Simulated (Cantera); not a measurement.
Equilibrium for carbon deposition, reforming and gasification: C₃H₈ + NH₃ + N₂

A closed system holds: 1 mol C₃H₈, 0.43 mol NH₃, 1.8 mol N₂, at 65.0 Pa.

Cantera equilibrium calculation (NASA polynomials, part measured and part estimated; ideal gas, pure solids and liquids). Candidate condensed phases: C, C₆H₆, C₇H₈, C₈H₁₈; 92 gas species. The numbers say what is thermodynamically allowed, not how fast it happens.

```csv
T (K),log p H₂,log p H,log p N₂,log p HCN,log p C₂H₂ (acetylene),n C(graphite)
823,-3.34,-12.81,-3.71,-10.31,-14.82,3.00
1023,-3.34,-10.05,-3.71,-8.65,-12.02,3.00
1223,-3.34,-8.19,-3.71,-7.54,-10.15,3.00
1423,-3.34,-6.85,-3.71,-6.75,-8.81,3.00
1623,-3.35,-5.83,-3.71,-6.15,-7.80,2.99
1823,-3.35,-5.04,-3.71,-5.70,-7.03,2.98
2023,-3.38,-4.41,-3.72,-5.34,-6.43,2.94
2223,-3.46,-3.92,-3.76,-5.10,-6.00,2.88
2423,-3.65,-3.58,-3.82,-4.98,-5.77,2.79
```
log p: log10 of the partial pressure in bar; n: condensed amount in mol.

From 823 K to 2423 K the condensed part is C(graphite). The main C-bearing gas is CH₄ at 823 K and HCN at 2423 K.
